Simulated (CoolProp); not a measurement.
The numbers come from the reference Helmholtz-energy equation of state, Gao 2016 in CoolProp.

Q: For sulfur dioxide, give the phase and the cp (kJ/(kg K)), speed of sound (m/s) at 215.55 °C and 0.101 MPa; 251.85 °C and 0.101 MPa.

A: 
- 215.55 °C and 0.101 MPa: gas; cp 0.725, speed of sound 278
- 251.85 °C and 0.101 MPa: gas; cp 0.739, speed of sound 287
